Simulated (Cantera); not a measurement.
Charge: 1 mol NiS, 2400 mol H2, held at 1675 °C and 200000 Pa.

Method: chemical equilibrium by Gibbs-energy minimisation in Cantera with the NASA 1993 tables (ideal gas, pure condensed phases). Candidate condensed phases: Ni, NiS, NiS2, Ni3S2, Ni3S4, S; 9 gas species. Kinetics and transport are ignored.

Base state: H2 0.999, H 0.000799, H2S 0.000389, Ni 4.99e-5, SH 2.56e-5 (mole fractions); condensed: Ni(l).

### Question
What changes in the equilibrium state with this change: H2 from 2400 to 9.5 mol?

### Answer
```json
[
 {"species": "H2", "before": "0.999", "after": "0.965"},
 {"species": "H2S", "before": "0.000389", "after": "0.0307"},
 {"species": "SH", "before": "2.56e-5", "after": "0.00206"},
 {"species": "Ni", "before": "4.99e-5", "after": "3.86e-5"},
 {"species": "S2", "before": "1.63e-7", "after": "0.00109"},
 {"species": "S", "before": "6.40e-7", "after": "5.23e-5"},
 {"species": "Ni(l), mol", "before": "0.879", "after": "0"},
 {"species": "Ni3S2(l), mol", "before": "0", "after": "0.333"}
]
```

### Question
What changes in the equilibrium state with this change: temperature from 1675 °C to 352 °C?

### Answer
| species | before | after |
|---|---|---|
| H2 | 0.999 | 1.000 |
| H2S | 0.000389 | 0.000139 |
| H | 0.000799 | <1e-9 |
| Ni | 4.99e-5 | <1e-9 |
| SH | 2.56e-5 | <1e-9 |
| Ni(l), mol | 0.879 | 0 |
| Ni3S2(s), mol | 0 | 0.333 |

### Question
What changes in the equilibrium state with this change: NiS replaced by Cr2O3?

### Answer
```
species       before     after
----------  --------  --------
H2             0.999     0.998
H2O                0   0.00125
H           0.000799  0.000798
H2S         0.000389         0
Cr                 0  0.000314
Ni           4.99e-5         0
SH           2.56e-5         0
Ni(l), mol     0.879         0
Cr(s), mol         0      1.25
```
Further candidate phases: Cr, Cr2O3, H2O.
